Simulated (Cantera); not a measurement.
# Thermodynamics of hydrogen reduction and annealing atmospheres, feed PbO + H2 + N2

A closed system holds: 1 mol PbO, 37 mol H2, 0.34 mol N2.

Equilibrium computed with Cantera from the NASA thermochemical tables; the gas is ideal and each condensed phase is pure. Candidate condensed phases: H2O, Pb, PbO, PbO2, Pb3O4; 27 gas species. The numbers say what is thermodynamically allowed, not how fast it happens.

Task: Map the stable condensed phases over T = 752, 802, 852, 902, 952, 1002, 1052, 1102, 1152, 1202 °C and P in Pa = 10, 68, 460, 3200, 22000, 150000, 1000000.

Result: 
```
T in °C \ P in Pa
              10      68     460    3200   22000  150000 1000000
   1202        A       A       A       A       A       B       B
   1152        A       A       A       A       A       B       B
   1102        A       A       A       A       A       B       B
   1052        A       A       A       A       B       B       B
   1002        A       A       A       A       B       B       B
    952        A       A       A       A       B       B       B
    902        A       A       A       B       B       B       B
    852        A       A       A       B       B       B       B
    802        A       A       B       B       B       B       B
    752        A       A       B       B       B       B       B
```
A: gas only; B: Pb.
